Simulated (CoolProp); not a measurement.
Properties of R1234ze(Z) at several states.

The numbers come from the reference Helmholtz-energy equation of state, Akasaka 2019 in CoolProp.

```csv
T (°C),p (bar),phase,Z,Joule-Thomson coefficient (K/MPa),expansivity (1/kK)
35.75,0.352,gas,0.9880,34.29,3.387
10.55,2.42,liquid,0.009268,(withheld),2.004
23.95,176,liquid,(withheld),-0.3224,(withheld)
115.85,0.286,gas,0.9959,14.96,2.609
56.65,39.2,liquid,(withheld),(withheld),2.488
126.35,0.963,gas,0.9873,13.80,2.620
```

### Question
What belongs in the gaps?

### Answer

- 10.55, Joule-Thomson coefficient (K/MPa): -0.2770
- 23.95, Z: 0.6357
- 23.95, expansivity (1/kK): 1.674
- 56.65, Z: 0.1415
- 56.65, Joule-Thomson coefficient (K/MPa): -0.1154
